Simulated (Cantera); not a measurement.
Charge: 1 mol AlCl₃, 1.1 mol H₂O, 320 mol H₂, 9.6 mol NH₃, at 1948.15 K and 1.00 bar.

Method: chemical equilibrium by Gibbs-energy minimisation in Cantera with the NASA 1993 tables (ideal gas, pure condensed phases). Candidate condensed phases: Al, AlCl₃, AlN, Al₂O₃, H₂O, NH₄Cl; 45 gas species. The tables' values for AlCl₂ are old estimates; treat these amounts as uncertain. Kinetics and transport are ignored.

Base state: H₂ 0.976, N₂ 0.0140, HCl 0.00775, H 0.00112, AlCl 0.000927, H₂O 0.000290, AlCl₂ 3.80e-5 (mole fractions); condensed: Al₂O₃(s).

What changes in the equilibrium state with this change: H₂O from 1.1 to 0.22 mol?


```tsv
species	before	after
H₂	0.976	0.976
N₂	0.0140	0.0141
HCl	0.00775	0.00612
AlCl	0.000927	0.00248
H₂O	0.000290	0.000128
AlCl₂	3.80e-5	8.03e-5
H	0.00112	0.00112
Al₂O₃(s), mol	0.333	0.0582
```
